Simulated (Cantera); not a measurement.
An isothermal plug-flow reactor at 1200 K and 1.01 bar (inlet), inlet velocity 4.3 m/s, active area per volume 2400 1/m; feed CH4 : O2 : N2 : H2O = 0.0076 : 0.13 : 0.79 : 0.0062 (molar parts), equivalence ratio 0.12.

Detailed kinetics in Cantera: Deutschmann's 1995 Pt surface mechanism with GRI-Mech 3.0 gas chemistry. Catalytic surfaces can have several steady states; this one follows from the mechanism file's or the stated starting coverage. Mass transfer to the wall is taken as infinitely fast.

**Question.** Predict: x(CH4) at z = 0.015 m; x(O2) at z = 0.015 m; x(H2O) at z = 0.015 m; x(CO2) at z = 0.015 m; x(CO) at z = 0.015 m; θ(free Pt) at the exit; θ(O*) at the exit; θ(OH*) at the exit.

**Answer.** 
| Quantity | Value |
|---|---|
| x(CH4) at z = 0.015 m | 0.000291 |
| x(O2) at z = 0.015 m | 0.124 |
| x(H2O) at z = 0.015 m | 0.0221 |
| x(CO2) at z = 0.015 m | 0.00770 |
| x(CO) at z = 0.015 m | 4.79e-7 |
| θ(free Pt) at the exit | 0.402 |
| θ(O*) at the exit | 0.596 |
| θ(OH*) at the exit | 0.00183 |
